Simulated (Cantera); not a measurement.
A perfectly stirred reactor is fed with CH2O : O2 : N2 = 0.0025 : 0.022 : 1 (molar parts), equivalence ratio 0.11, at 1.00 atm; it is held at 1073 K, and followed from long to short residence time.

Detailed kinetics in Cantera: GRI-Mech 3.0 (53 species, 325 reactions).

**Question.** What does this change do: 0.011 parts H2 added?

**Answer.** 
| quantity | before | after |
|---|---|---|
| x(CH2O) at τ = 14.0 s | 3.24e-6 | 4.31e-7 |
| x(O2) at τ = 14.0 s | 0.0192 | 0.0136 |
| x(HO2) at τ = 14.0 s | 1.32e-6 | 8.84e-7 |
| x(CO) at τ = 14.0 s | 0.000244 | 3.16e-5 |
| x(NO2) at τ = 14.0 s | 6.41e-9 | 1.34e-8 |
| x(CH2O) at τ = 0.280 s | 7.57e-5 | 3.36e-6 |
| x(O2) at τ = 0.280 s | 0.0200 | 0.0138 |
| x(HO2) at τ = 0.280 s | 1.05e-5 | 4.24e-6 |
| x(CO) at τ = 0.280 s | 0.00165 | 0.000291 |
| x(NO2) at τ = 0.280 s | 1.52e-11 | 6.25e-10 |
